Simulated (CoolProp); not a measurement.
Properties of carbon dioxide along the isotherm 165.75 °C.

Values from CoolProp's reference Helmholtz-energy equation of state, Span 1996.

```tsv
p (MPa)	phase	isothermal compressibility (1/MPa)	viscosity (µPa s)
0.233	gas	4.305	21.4
0.442	gas	2.275	21.4
0.838	gas	1.206	21.5
1.59	gas	0.6418	[?]
3.01	gas	[?]	[?]
5.71	gas	[?]	[?]
10.8	supercritical	0.1044	24.0
20.5	supercritical	[?]	29.5
38.9	supercritical	0.01790	[?]
73.8	supercritical	[?]	73.2
```

**Question.** Complete the blanks.

**Answer.** 
- 1.59, viscosity (µPa s): 21.6
- 3.01, isothermal compressibility (1/MPa): 0.3451
- 3.01, viscosity (µPa s): 21.8
- 5.71, isothermal compressibility (1/MPa): 0.1879
- 5.71, viscosity (µPa s): 22.4
- 20.5, isothermal compressibility (1/MPa): 0.05366
- 38.9, viscosity (µPa s): 46.1
- 73.8, isothermal compressibility (1/MPa): 0.005276

Viscosity comes from a separate model (Laesecke 2017).
